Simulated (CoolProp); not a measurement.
A simple Rankine cycle with R21: condensing at 326.15 K, boiler at 2.82 MPa, turbine inlet 418.4 K, turbine efficiency 0.7, pump efficiency 0.7, no recuperator. Each further row changes one setting.

Model: reference Helmholtz-energy equation of state, Platzer 1990, in CoolProp. This equation is an older, rougher fit; its heat capacities, sound speeds and derivatives of the liquid may be far off and weren't checked against measurements.

```csv
case,thermal efficiency (%),net work (kJ/kg),heat in (kJ/kg),turbine exit temperature (K),volume ratio over the turbine
as stated,11.6,27.9,241,326.7,6.81
turbine inlet 438.4 K,…,31.4,262,351.7,6.51
condensing temperature 318.15 K,12.6,31.4,250,318.6,…
boiler pressure 1.97 MPa,10.2,…,257,352.2,4.45
turbine efficiency 0.6,9.7,23.5,241,332.9,6.99
```

**Question.** What belongs in the gaps?

**Answer.** 
- turbine inlet 438.4 K, thermal efficiency (%): 12.0
- condensing temperature 318.15 K, volume ratio over the turbine: 8.46
- boiler pressure 1.97 MPa, net work (kJ/kg): 26.1
